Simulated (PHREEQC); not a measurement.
PHREEQC input (ion-association model, phreeqc.dat):

```
SOLUTION_MASTER_SPECIES
  Amm  AmmH+  0  AmmH  17.031  # ammonia with no redox link, constants of NH4+
SOLUTION_SPECIES
  AmmH+ = AmmH+
    -log_k 0
    -gamma 2.5 0
    -dw 1.98e-9
  AmmH+ = Amm + H+
    -log_k -9.252
    -delta_h 12.48 kcal
    -analytic 0.6322 -0.001225 -2835.76
    -dw 2.28e-9
  AmmH+ + SO4-2 = AmmHSO4-
    -log_k 1.11
PHASES
  Amm(g)
    Amm = Amm
    -log_k 1.7966
    -analytic -18.758 3.3670e-4 2.5113e3 4.8619 39.192
    -T_c 405.6
    -P_c 111.3
    -Omega 0.25
EXCHANGE_SPECIES
  AmmH+ + X- = AmmHX
    -log_k 0.6
    -gamma 2.5 0
    -delta_h -2.4
SOLUTION 0
  temp 15
  units mmol/kgw
  pH 7 charge
  Br 0.47
  K 0.47
  Cl 3.81
  Amm 3.8
SOLUTION 1-30
  temp 15
  units mmol/kgw
  pH 7 charge
  Cl 2.23
  Mn(2) 0.84
  Li 0.54
END
EXCHANGE 1-30
  X 0.0019
  -equilibrate 1
END
SELECTED_OUTPUT 1
  -reset false
  -pH true
  -pe true
  -ionic_strength true
  -water true
  -step true
  -totals Amm Br Cl K Li Mn Mn(2) Mn(3)
  -molalities LiX AmmHX KX MnX2
  -saturation_indices Pyrochroite Sylvite
PRINT
  -reset false
TRANSPORT
  -cells 30
  -shifts 90
  -lengths 0.00333333
  -time_step 60
  -dispersivities 0.0035
  -boundary_conditions flux flux
  -correct_disp true
  -punch_cells 30
  -punch_frequency 3
END
```

Selected output (columns that matter, 20 of 31 rows; pore volumes added in front):

```
pore volumes	pH	mu	Amm	Br	Cl	K	Li	Mn	m_KX	m_MnX2	si_Pyrochroite	si_Sylvite
0	5.0238	0.003058	0	0	0.00223	0	0.00054	0.00084	0	0.00094207	-8.3314	-1000
0.2167	5.0238	0.003058	3.2524e-18	2.6301e-17	0.00223	1.3106e-19	0.00054	0.00084	2.5116e-20	0.00094207	-8.3314	-22.436
0.3167	5.0238	0.003058	4.093e-10	7.1811e-10	0.00223	2.3901e-11	0.00054	0.00084	4.5805e-12	0.00094207	-8.3314	-14.175
0.5167	5.0239	0.0030787	6.493e-06	3.5021e-06	0.0022418	5.2204e-07	0.00053718	0.00084554	9.9694e-08	0.00094161	-8.3287	-9.8334
0.6167	5.0241	0.0031694	5.069e-05	1.9979e-05	0.0022972	4.4468e-06	0.00052218	0.00086491	8.3824e-07	0.00093834	-8.3198	-8.8932
0.8167	5.0252	0.0036657	0.00047214	0.00012351	0.0026452	4.6439e-05	0.00041595	0.0009121	8.3855e-06	0.00090708	-8.3019	-7.8169
0.9167	5.0256	0.0039766	0.00086931	0.00019848	0.0028972	8.8829e-05	0.00033351	0.00089704	1.5911e-05	0.00087725	-8.3126	-7.4978
1.1167	5.0258	0.0044373	0.0017655	0.00033316	0.00335	0.00019039	0.00017727	0.00076998	3.525e-05	0.00080345	-8.3847	-7.1065
1.3167	5.0255	0.0046163	0.0024777	0.00041355	0.0036202	0.00027686	7.7872e-05	0.00059569	5.5529e-05	0.00072886	-8.4993	-6.9111
1.4167	5.0252	0.0046349	0.0027298	0.00043568	0.0036946	0.00030916	4.9044e-05	0.00051617	6.5036e-05	0.00069461	-8.5623	-6.8544
1.6167	5.0248	0.0046086	0.0030689	0.0004583	0.0037707	0.00035489	1.8086e-05	0.00038857	8.2194e-05	0.00063371	-8.6863	-6.7853
1.7167	5.0246	0.0045832	0.0031799	0.00046338	0.0037878	0.00037071	1.0679e-05	0.00033994	8.9835e-05	0.00060688	-8.7445	-6.7642
1.9167	5.0243	0.0045313	0.0033316	0.00046798	0.0038032	0.00039339	3.5731e-06	0.00026632	0.00010342	0.00055951	-8.8506	-6.7362
2.1167	5.0241	0.0044876	0.0034274	0.00046941	0.003808	0.00040847	1.1471e-06	0.00021521	0.00011506	0.00051908	-8.9431	-6.719
2.2167	5.024	0.0044696	0.0034628	0.00046969	0.003809	0.00041421	6.4242e-07	0.00019548	0.00012027	0.00050099	-8.9848	-6.7126
2.4167	5.0238	0.0044399	0.0035179	0.00046991	0.0038097	0.00042328	1.9786e-07	0.00016411	0.00012969	0.00046831	-9.0607	-6.7029
2.5167	5.0238	0.0044278	0.0035398	0.00046996	0.0038098	0.00042691	1.09e-07	0.00015151	0.00013396	0.00045346	-9.0954	-6.6991
2.7167	5.0237	0.0044076	0.0035756	0.00046999	0.00381	0.00043289	3.2698e-08	0.00013074	0.00014177	0.00042625	-9.1594	-6.6929
2.8167	5.0236	0.0043992	0.0035904	0.00046999	0.00381	0.00043537	1.7823e-08	0.0001221	0.00014536	0.00041372	-9.189	-6.6903
3.0167	5.0236	0.0043849	0.0036155	0.00047	0.00381	0.00043958	5.2551e-09	0.00010744	0.000152	0.0003905	-9.2445	-6.686
```
